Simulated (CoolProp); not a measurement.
Values from CoolProp's reference Helmholtz-energy equation of state, Fiedler 2023.

Task: Give the vapour pressure (kPa), liquid density (kg/m³), vapour density (kg/m³), enthalpy of vaporisation (kJ/kg) of saturated tetrahydrofuran at 331.5, 358.9, 441.1 K.

Result: 
```json
[
 {"T (K)": "331.5", "p (kPa)": "78.7", "liquid density (kg/m³)": "844", "vapour density (kg/m³)": "2.11", "enthalpy of vaporisation (kJ/kg)": "422"},
 {"T (K)": "358.9", "p (kPa)": "185", "liquid density (kg/m³)": "812", "vapour density (kg/m³)": "4.67", "enthalpy of vaporisation (kJ/kg)": "401"},
 {"T (K)": "441.1", "p (kPa)": "1180", "liquid density (kg/m³)": "702", "vapour density (kg/m³)": "28.0", "enthalpy of vaporisation (kJ/kg)": "323"}
]
```
